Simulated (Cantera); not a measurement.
Cantera with NASA thermochemical tables; ideal gases at 1 bar, condensed phases pure. Values are per mole of reaction as written; species without (g) are pure solids or liquids, kept so even where they would boil at 1 bar.

Q: Between 300 and 1500 K, where is each reaction favourable under standard conditions?
- O3(g) + 3 BN = 3 B + 3 NO(g)

A: 
- O3(g) + 3 BN = 3 B + 3 NO(g): ΔG° is 775 kJ at 300 K and 329 kJ at 1500 K; it stays positive (K < 1). ΔH° is 879 kJ and ΔS° 367 J/K at 1500 K.
